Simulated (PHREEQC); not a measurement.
A solution holds 8 mmol/kgw KOH and 85 mmol/kgw NaHCO3, at 25 °C. Closed to the air; pH follows from the charge balance.

Equilibrium calculation in PHREEQC: Pitzer model, pitzer.dat.

No solid was allowed to form.

Problem. Order these C species by the share of C that they hold, largest first: HCO3-, CO3-2, CO2.

Solution. HCO3- (90 %), CO3-2 (9.6 %), CO2 (0.21 %)

The pH is 8.90 and the ionic strength 0.101 mol/kgw. Complexes and solids missing from the database can't appear.
